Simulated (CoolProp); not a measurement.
The fluid at 775.65 K and 9.89 MPa flows at 1 m/s in a round tube of 12.7 mm bore and 1.5 µm roughness, fully developed (64/Re and Nu = 3.66 if laminar; Colebrook and Gnielinski if turbulent). The same conditions are run with several fluids, on thermodynamics alone (safety and materials aside).

Computed with CoolProp (reference Helmholtz-energy equation of state of each fluid (carbon dioxide: Span 1996; dry air: Lemmon 2000; nitrogen: Span 2000; oxygen: Schmidt 1985)). Blends and air are pseudo-pure fits.

```csv
fluid,Reynolds number,Darcy friction factor,pressure drop (Pa/m),heat-transfer coefficient (W/(m² K)),mass flow (kg/h)
carbon dioxide,24200,0.0250,…,276,30.5
dry air,14600,0.0282,47.6,…,19.5
nitrogen,…,0.0282,45.8,180,18.8
oxygen,14200,0.0284,53.4,…,21.8
```

Q: Some entries are withheld; supply them.

A: 
- carbon dioxide, pressure drop (Pa/m): 65.8
- dry air, heat-transfer coefficient (W/(m² K)): 183
- nitrogen, Reynolds number: 14700
- oxygen, heat-transfer coefficient (W/(m² K)): 193

Above 300 K oxygen's equation is extrapolated.

Transport values come from each fluid's own correlations.
